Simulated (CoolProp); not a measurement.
Saturation properties of ammonia (Tc = 405.6 K, pc = 11.36 MPa, ω = 0.256).

Values from CoolProp's reference Helmholtz-energy equation of state, Gao 2020.

| T (K) | p (MPa) | liquid cp (kJ/(kg K)) | vapour Z | surface tension (mN/m) | liquid conductivity (mW/(m K)) |
|---|---|---|---|---|---|
| 233.6 | 0.07338 | 4.442 | 0.9775 | 35.6 | 686 |
| 240.8 | 0.1063 | 4.469 | 0.9715 | 33.9 | 662 |
| 248 | 0.1504 | 4.497 | 0.9645 | 32.2 | 638 |
| 255.1 | 0.2071 | 4.525 | 0.9566 | 30.5 | 615 |
| 262.3 | 0.2807 | 4.557 | 0.9474 | 28.8 | 593 |
| 269.5 | 0.3737 | 4.591 | 0.9371 | 27.2 | 570 |
| 276.6 | 0.4875 | 4.629 | 0.9257 | 25.5 | 549 |
| 283.8 | 0.6287 | 4.672 | 0.9128 | 23.8 | 528 |

It boils at 239.8 K under 1 atm.

Thermal conductivity comes from a separate model (Tufeu 1984). Surface tension comes from a separate correlation (Mulero 2012).
